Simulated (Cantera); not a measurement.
A Cantera script and its output.

```python
import numpy as np
import cantera as ct

gas = ct.Solution("gri30.yaml")
gas.TPX = 348, 101325, {'CH4': 1, 'C2H6': 0.038, 'C3H8': 0.37, 'O2': 2.85, 'N2': 10.7, 'H2O': 4.1}
flame = ct.FreeFlame(gas, width=0.04)
flame.set_refine_criteria(ratio=3, slope=0.08, curve=0.16)
flame.transport_model = "mixture-averaged"
flame.solve(loglevel=0, auto=True)
z, T = flame.grid, flame.T
thick = (T[-1] - T[0]) / np.gradient(T, z).max()
show = ['CH4', 'C2H6', 'C3H8', 'H', 'O2', 'C2H2']
print(f"laminar burning velocity  {flame.velocity[0] * 100:.3f} cm/s")
print(f"burnt temperature         {T[-1]:.1f} K")
print(f"thermal thickness         {thick * 1e3:.4f} mm")
print(f"grid points               {len(z)}")
z0 = z[flame.heat_release_rate.argmax()]
print(f"{'z/mm':>9s}{'T/K':>9s}{'u/(m/s)':>9s}" + "".join(f"{s:>11s}" for s in show))
rows = []
for k in (-3, -2, -1.5, -1, -0.5, -0.25, 0, 0.25, 0.5, 1, 2, 4, 8):
    zz = z0 + k * thick
    rows.append([k * thick, np.interp(zz, z, T), np.interp(zz, z, flame.velocity),
                 *(np.interp(zz, z, flame.X[gas.species_index(s)]) for s in show)])
    print(f"{rows[-1][0] * 1e3:9.3f}{rows[-1][1]:9.1f}{rows[-1][2]:9.3f}" + "".join(f"{x:11.3e}" for x in rows[-1][3:]))
```

It prints:

```
laminar burning velocity  6.585 cm/s
burnt temperature         1718.1 K
thermal thickness         2.2190 mm
grid points               116
     z/mm      T/K  u/(m/s)        CH4       C2H6       C3H8          H         O2       C2H2
   -6.657    348.3    0.066  5.230e-02  1.989e-03  1.937e-02  2.142e-20  1.491e-01  5.508e-08
   -4.438    353.2    0.067  5.186e-02  1.979e-03  1.928e-02  1.837e-17  1.480e-01  1.572e-06
   -3.328    374.2    0.072  5.088e-02  1.964e-03  1.915e-02  2.028e-15  1.457e-01  1.077e-05
   -2.219    493.7    0.096  4.677e-02  1.908e-03  1.848e-02  5.883e-12  1.351e-01  9.653e-05
   -1.109    894.7    0.178  3.366e-02  1.666e-03  1.283e-02  2.756e-07  9.555e-02  5.998e-04
   -0.555   1212.8    0.246  2.232e-02  1.330e-03  4.503e-03  1.300e-05  5.915e-02  1.215e-03
    0.000   1517.1    0.311  9.472e-03  3.407e-04  4.451e-05  2.109e-04  2.190e-02  2.371e-03
    0.555   1652.0    0.338  3.926e-03  4.671e-05  6.659e-08  3.266e-04  6.117e-03  2.532e-03
    1.109   1692.6    0.346  2.670e-03  1.309e-05  6.273e-09  2.446e-04  2.063e-03  2.252e-03
    2.219   1712.6    0.349  2.220e-03  2.884e-06  3.697e-10  1.153e-04  4.657e-04  1.998e-03
    4.438   1719.0    0.350  2.097e-03  7.339e-07  3.044e-11  5.609e-05  8.358e-05  1.792e-03
    8.876   1720.7    0.350  1.979e-03  3.957e-07  1.069e-11  4.419e-05  7.958e-06  1.548e-03
   17.752   1720.1    0.351  1.774e-03  2.840e-07  6.416e-12  4.310e-05  2.629e-07  1.197e-03
```

Computed with Cantera and GRI-Mech 3.0 (53 species, 325 reactions). GRI-Mech 3.0 was tuned for natural gas; its chemistry of propane as a main component is partial and can be far from experiment. Burning velocities carry a grid error of a few per cent, more on coarse grids.
